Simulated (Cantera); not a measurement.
## Thermodynamics of silicon etching in halogen gases, feed Si + Cl2 + N2

A closed system holds: 1 mol Si, 3.4 mol Cl2, 0.33 mol N2, at 600 K and 9.80 Pa.

Method: chemical equilibrium by Gibbs-energy minimisation in Cantera with the NASA 1993 tables (ideal gas, pure condensed phases). Candidate condensed phases: Si, Si3N4; 13 gas species. Kinetics and transport are ignored.

```
Property                              Value
--------------------------------  ---------
x(Cl2)                                0.513
x(SiCl4)                              0.366
x(N2)                                 0.121
x(Cl)                               1.41e-6
gas amount                        2.730 mol
log10 activity of Si(s) (absent)     -46.58
```
